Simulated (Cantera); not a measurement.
# Thermodynamics of chlorosilane synthesis and conversion, feed Si + Cl2 + H2

Charge: 1 mol Si, 1.3 mol Cl2, 0.31 mol H2, equilibrated at 500 °C.

These are equilibrium values from Cantera (NASA tables, ideal gas, pure condensed phases), not measurements of a reactor. Candidate condensed phases: Si; 19 gas species. The tables' values for SiCl3 are old estimates; treat these amounts as uncertain. Rates play no part.

```json
[
 {"P (Pa)": "10000", "x SiCl4": "0.632", "x H2": "0.289", "x SiHCl3": "0.0768", "x SiH2Cl2": "0.000718", "x HCl": "0.00150", "x SiCl3": "0.000178", "x SiH3Cl": "1.52e-6", "x SiCl2": "7.27e-6", "n Si(s)": "0.332"},
 {"P (Pa)": "31000", "x SiCl4": "0.619", "x H2": "0.280", "x SiHCl3": "0.0988", "x SiH2Cl2": "0.00121", "x HCl": "0.00110", "x SiCl3": "0.000132", "x SiH3Cl": "3.36e-6", "x SiCl2": "4.09e-6", "n Si(s)": "0.327"},
 {"P (Pa)": "98000", "x SiCl4": "0.603", "x H2": "0.268", "x SiHCl3": "0.126", "x SiH2Cl2": "0.00203", "x HCl": "0.000805", "x SiCl3": "9.72e-5", "x SiH3Cl": "7.41e-6", "x SiCl2": "2.27e-6", "n Si(s)": "0.320"},
 {"P (Pa)": "310000", "x SiCl4": "0.584", "x H2": "0.253", "x SiHCl3": "0.160", "x SiH2Cl2": "0.00336", "x HCl": "0.000581", "x SiCl3": "7.11e-5", "x SiH3Cl": "1.60e-5", "x SiCl2": "1.25e-6", "n Si(s)": "0.312"},
 {"P (Pa)": "960000", "x SiCl4": "0.561", "x H2": "0.235", "x SiHCl3": "0.198", "x SiH2Cl2": "0.00538", "x HCl": "0.000418", "x SiCl3": "5.20e-5", "x SiH3Cl": "3.31e-5", "x SiCl2": "6.99e-7", "n Si(s)": "0.302"},
 {"P (Pa)": "3000000", "x SiCl4": "0.535", "x H2": "0.214", "x SiHCl3": "0.243", "x SiH2Cl2": "0.00846", "x HCl": "0.000297", "x SiCl3": "3.77e-5", "x SiH3Cl": "6.68e-5", "x SiCl2": "3.86e-7", "n Si(s)": "0.292"}
]
```
x: gas mole fraction; n: condensed amount in mol.

From 0.100 bar to 30.0 bar the condensed part is Si(s). The main Si-bearing gas is SiCl4 throughout. The share of Si in condensed phases is highest at 0.100 bar (33.2 %) and lowest at 30.0 bar (29.2 %).
